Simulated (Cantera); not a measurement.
Feed: 1 mol TiC, 0.062 mol H₂, at 10.0 mbar.

Cantera equilibrium calculation (NASA polynomials, part measured and part estimated; ideal gas, pure solids and liquids). Candidate condensed phases: C, C₆H₆, C₇H₈, C₈H₁₈, Ti, TiC; 77 gas species. TiC: taken at fixed stoichiometry. Rates play no part.

### Question
At 2350 K, list the 4 most abundant gas species with their mole fractions, and the condensed phases.

### Answer
H₂ 0.883, H 0.117, Ti 0.000178, C₂H₂ (acetylene) 8.80e-5. Condensed: TiC(s).
